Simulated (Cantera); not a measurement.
Input: 1 mol BN, 7.2 mol H2, equilibrated at 1725 K and 9.90 Pa.

These are equilibrium values from Cantera (NASA tables, ideal gas, pure condensed phases), not measurements of a reactor. Candidate condensed phases: B, BN; 15 gas species. Mutual solubility and eutectic melting of coexisting phases are not modelled. The tables' values for BH2 are old estimates; treat these amounts as uncertain. Kinetics and transport are ignored.

Base state: H2 0.971, H 0.0184, N2 0.0101, BH2 7.23e-5 (mole fractions); condensed: B(s) + BN(s).

What changes in the equilibrium state with this change: pressure from 9.90 Pa to 310000 Pa?


```csv
species,before,after
H2,0.971,1.000
H,0.0184,0.000105
BH2,7.23e-5,1.39e-5
N2,0.0101,9.32e-6
"B(s), mol",0.148,0
"BN(s), mol",0.851,1.000
```
